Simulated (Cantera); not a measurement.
Cantera run, input and output.

```python
import numpy as np
import cantera as ct

gas = ct.Solution("gri30.yaml")


def delay(T, t_max=10):
    gas.TPX = T, 1500000, {'CH3OH': 1, 'O2': 1, 'N2': 3.76}
    reactor = ct.IdealGasConstPressureReactor(gas, clone=False)
    net = ct.ReactorNet([reactor])
    net.rtol, net.atol = 1e-8, 1e-16
    while net.time < t_max:
        t_old, T_old = net.time, reactor.T
        net.step()
        if reactor.T > T + 400:  # ignition: a rise of 400 K
            return t_old + (T + 400 - T_old) / (reactor.T - T_old) * (net.time - t_old)
    return np.nan


taus = []
for T in [1123, 1223, 1323, 1423, 1523, 1623]:
    taus.append(delay(T))
    print(f"T0 = {T:6g} K   tau = {taus[-1]:.4e} s")
```

Output:

```
T0 =   1123 K   tau = 4.1070e-03 s
T0 =   1223 K   tau = 6.9550e-04 s
T0 =   1323 K   tau = 1.5665e-04 s
T0 =   1423 K   tau = 4.4926e-05 s
T0 =   1523 K   tau = 1.5856e-05 s
T0 =   1623 K   tau = 6.6407e-06 s
```

Computed with Cantera and GRI-Mech 3.0 (53 species, 325 reactions). GRI-Mech 3.0 was tuned for natural gas; its chemistry of methanol as a main component is partial and can be far from experiment. The pressure lies above the range GRI-Mech 3.0 was tuned for (to about 10 atm).
